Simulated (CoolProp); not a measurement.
Carbon dioxide at 298.15 K and 9.31 MPa is throttled through a valve to 2.33 MPa with no heat exchange. Each further row changes one setting.

Values from CoolProp's reference Helmholtz-energy equation of state, Span 1996.

```tsv
case	temperature change (K)	final phase	final density (kg/m³)
as stated	-39.4	two-phase, vapour fraction 0.340	?
outlet pressure 0.699 MPa	-74.4	two-phase, vapour fraction 0.485	?
outlet pressure 3.03 MPa	-30.2	two-phase, vapour fraction 0.287	?
```

Complete the blanks.


- as stated, final density (kg/m³): 163
- outlet pressure 0.699 MPa, final density (kg/m³): 37.2
- outlet pressure 3.03 MPa, final density (kg/m³): 237
